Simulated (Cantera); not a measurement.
A perfectly stirred reactor is fed with CH₄ : H₂ : O₂ : N₂ = 1 : 0.48 : 4.98 : 30.9 (molar parts), equivalence ratio 0.45, at 1.97 atm; it is adiabatic with a 700 K inlet, and is followed from long to short residence time, starting on the burning branch (τ in s: 0.22, 0.1, 0.049, 0.023, 0.011, 0.0052, 0.0025, 0.0012, 0.00055, 0.00026, 0.00012, 5.9e-05).

Detailed kinetics in Cantera: GRI-Mech 3.0 (53 species, 325 reactions).

Problem. What does this change do: O2 4.98 to 3.3 parts?

Solution. 
```
quantity                                                                      before                                after
------------------------------------------------  ----------------------------------  -----------------------------------
blow-out, bracketed by the residence times tried  burning at 2.50 ms, out at 1.20 ms  burning at 1.20 ms, out at 0.550 ms
x(CH₄) at τ = 0.220 s                                                        1.49e-5                              1.22e-5
x(H₂) at τ = 0.220 s                                                         1.80e-5                              3.33e-5
x(O₂) at τ = 0.220 s                                                          0.0739                               0.0300
x(C₂H₂) at τ = 0.220 s                                                       3.83e-9                              5.90e-9
x(NO) at τ = 0.220 s                                                         1.18e-6                              1.91e-6
x(CH₄) at τ = 2.50 ms                                                       0.000387                             0.000276
x(H₂) at τ = 2.50 ms                                                        0.000558                             0.000739
x(O₂) at τ = 2.50 ms                                                          0.0766                               0.0323
x(C₂H₂) at τ = 2.50 ms                                                       2.74e-8                              3.82e-8
x(NO) at τ = 2.50 ms                                                         2.62e-7                              1.21e-6
```

Problem. What does this change do: O2 4.98 to 3.5 parts?

Solution. 
| quantity | before | after |
|---|---|---|
| blow-out, bracketed by the residence times tried | burning at 2.50 ms, out at 1.20 ms | burning at 1.20 ms, out at 0.550 ms |
| x(CH₄) at τ = 0.220 s | 1.49e-5 | 1.24e-5 |
| x(H₂) at τ = 0.220 s | 1.80e-5 | 2.90e-5 |
| x(O₂) at τ = 0.220 s | 0.0739 | 0.0354 |
| x(C₂H₂) at τ = 0.220 s | 3.83e-9 | 5.32e-9 |
| x(NO) at τ = 0.220 s | 1.18e-6 | 1.77e-6 |
| x(CH₄) at τ = 2.50 ms | 0.000387 | 0.000284 |
| x(H₂) at τ = 2.50 ms | 0.000558 | 0.000676 |
| x(O₂) at τ = 2.50 ms | 0.0766 | 0.0377 |
| x(C₂H₂) at τ = 2.50 ms | 2.74e-8 | 3.32e-8 |
| x(NO) at τ = 2.50 ms | 2.62e-7 | 9.34e-7 |
